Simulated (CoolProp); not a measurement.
Vapour pressure (MPa) of propylene glycol: the reference equation beside estimates from Tc = 674.0 K, pc = 7.292 MPa, ω = 0.327. Clausius-Clapeyron is anchored at 512.2 K with a constant enthalpy of vaporisation of 48.76 kJ/mol.

The numbers come from the reference Helmholtz-energy equation of state, Eisenbach 2021 in CoolProp.

```json
[
 {"T (K)": "382.5", "reference": "0.004760", "Lee-Kesler": "0.02616", "Clausius-Clapeyron": "0.008317", "van der Waals": "0.4558", "Redlich-Kwong": "0.08116", "Soave-Redlich-Kwong": "0.02656", "Peng-Robinson": "0.02768"},
 {"T (K)": "404.1", "reference": "0.01276", "Lee-Kesler": "0.05529", "Clausius-Clapeyron": "0.01887", "van der Waals": "0.6307", "Redlich-Kwong": "0.1481", "Soave-Redlich-Kwong": "0.05580", "Peng-Robinson": "0.05731"},
 {"T (K)": "425.8", "reference": "0.03040", "Lee-Kesler": "0.1072", "Clausius-Clapeyron": "0.03955", "van der Waals": "0.8477", "Redlich-Kwong": "0.2515", "Soave-Redlich-Kwong": "0.1076", "Peng-Robinson": "0.1092"},
 {"T (K)": "447.4", "reference": "0.06514", "Lee-Kesler": "0.1919", "Clausius-Clapeyron": "0.07689", "van der Waals": "1.109", "Redlich-Kwong": "0.4006", "Soave-Redlich-Kwong": "0.1921", "Peng-Robinson": "0.1932"},
 {"T (K)": "469", "reference": "0.1281", "Lee-Kesler": "0.3225", "Clausius-Clapeyron": "0.1406", "van der Waals": "1.418", "Redlich-Kwong": "0.6062", "Soave-Redlich-Kwong": "0.3223", "Peng-Robinson": "0.3219"},
 {"T (K)": "490.6", "reference": "0.2345", "Lee-Kesler": "0.5134", "Clausius-Clapeyron": "0.2439", "van der Waals": "1.779", "Redlich-Kwong": "0.8792", "Soave-Redlich-Kwong": "0.5131", "Peng-Robinson": "0.5098"},
 {"T (K)": "512.2", "reference": "0.4037", "Lee-Kesler": "0.7804", "Clausius-Clapeyron": "0.4037", "van der Waals": "2.195", "Redlich-Kwong": "1.230", "Soave-Redlich-Kwong": "0.7812", "Peng-Robinson": "0.7733"},
 {"T (K)": "533.8", "reference": "0.6602", "Lee-Kesler": "1.140", "Clausius-Clapeyron": "0.6417", "van der Waals": "2.668", "Redlich-Kwong": "1.669", "Soave-Redlich-Kwong": "1.145", "Peng-Robinson": "1.131"},
 {"T (K)": "555.4", "reference": "1.033", "Lee-Kesler": "1.612", "Clausius-Clapeyron": "0.9837", "van der Waals": "3.201", "Redlich-Kwong": "2.205", "Soave-Redlich-Kwong": "1.624", "Peng-Robinson": "1.602"},
 {"T (K)": "577", "reference": "1.558", "Lee-Kesler": "2.215", "Clausius-Clapeyron": "1.461", "van der Waals": "3.797", "Redlich-Kwong": "2.849", "Soave-Redlich-Kwong": "2.239", "Peng-Robinson": "2.209"},
 {"T (K)": "598.6", "reference": "2.278", "Lee-Kesler": "2.973", "Clausius-Clapeyron": "2.108", "van der Waals": "4.457", "Redlich-Kwong": "3.609", "Soave-Redlich-Kwong": "3.012", "Peng-Robinson": "2.975"}
]
```

Absolute difference from the reference over all 11 rows, mean and median: Lee-Kesler 163.2 and 118.9 %, Clausius-Clapeyron 18.7 and 7.5 %, van der Waals 1952.0 and 658.6 %, Redlich-Kwong 469.9 and 274.9 %, Soave-Redlich-Kwong 165.0 and 118.8 %, Peng-Robinson 167.8 and 117.4 %.
